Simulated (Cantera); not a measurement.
Cantera with NASA thermochemical tables; ideal gases at 1 bar, condensed phases pure. Values are per mole of reaction as written; species without (g) are pure solids or liquids, kept so even where they would boil at 1 bar. NbO: taken at fixed stoichiometry.

3 NbO → O₃(g) + 3 Nb

```
T (K)  ΔH° (kJ)  ΔS° (J/K)  ΔG° (kJ)  log10 K  condensed phases
-----  --------  ---------  --------  -------  ----------------
2698     1119.0       67.4     937.1   -18.14     NbO(l), Nb(s)
2723     1119.6       67.6     935.4   -17.94     NbO(l), Nb(s)
2748     1120.2       67.9     933.7   -17.75     NbO(l), Nb(s)
2773          …          …         …        …     NbO(l), Nb(l)
2798     1200.9       97.2     928.9   -17.34     NbO(l), Nb(l)
2823     1200.9       97.2     926.5   -17.14     NbO(l), Nb(l)
2848          …          …         …        …     NbO(l), Nb(l)
2873          …          …         …        …     NbO(l), Nb(l)
2898     1200.8       97.2     919.2   -16.57     NbO(l), Nb(l)
2923          …          …         …        …     NbO(l), Nb(l)
```

Question: Some entries are withheld; supply them.

Answer: 
- 2773, ΔH° (kJ): 1200.9
- 2773, ΔS° (J/K): 97.2
- 2773, ΔG° (kJ): 931.4
- 2773, log10 K: -17.54
- 2848, ΔH° (kJ): 1200.8
- 2848, ΔS° (J/K): 97.2
- 2848, ΔG° (kJ): 924.1
- 2848, log10 K: -16.95
- 2873, ΔH° (kJ): 1200.8
- 2873, ΔS° (J/K): 97.2
- 2873, ΔG° (kJ): 921.6
- 2873, log10 K: -16.76
- 2923, ΔH° (kJ): 1200.8
- 2923, ΔS° (J/K): 97.2
- 2923, ΔG° (kJ): 916.8
- 2923, log10 K: -16.38
